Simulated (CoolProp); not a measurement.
Values from CoolProp's reference Helmholtz-energy equation of state, Gao 2022.

For n-perfluorohexane, give the phase and the cv (kJ/(kg K)), speed of sound (m/s), Joule-Thomson coefficient (K/MPa) at 325.2 K and 4.15 MPa.


- 325.2 K and 4.15 MPa: liquid; cv 0.889, speed of sound 475, Joule-Thomson coefficient -0.242
